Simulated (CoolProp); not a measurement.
Vapour-liquid equilibrium of CF4 (R14) (1) + ethane (2) at 0.349 MPa; x and y are mole fractions of (1).

Computed with CoolProp (multi-fluid Helmholtz-energy mixture model, Platzer 1990 and Bücker 2006; pair parameters Bell 2016). This equation is an older, rougher fit; its heat capacities, sound speeds and derivatives of the liquid may be far off and weren't checked against measurements.

| x | bubble temperature (K) | y at the bubble point | dew temperature at overall composition x (K) | liquid density (mol/L) |
|---|---|---|---|---|
| 0.05 | 187.8 | 0.651 | 209.8 | 17.80 |
| 0.2 | 170.4 | 0.877 | 205.5 | 18.13 |
| 0.35 | 169.0 | 0.890 | 200.7 | 17.80 |
| 0.5 | 168.9 | 0.891 | 195.0 | 17.44 |
| 0.65 | 168.4 | 0.899 | 187.8 | 17.16 |
| 0.8 | 167.3 | 0.923 | 177.9 | 16.98 |
| 0.95 | 165.9 | 0.974 | 166.5 | 16.92 |

No azeotrope shows between x = 0.05 and 0.95.

The pair parameters rest on a limited set of measurements; away from them the model extrapolates. With so large a gap from Raoult's law the liquid may split in two, which this calculation doesn't test in full.
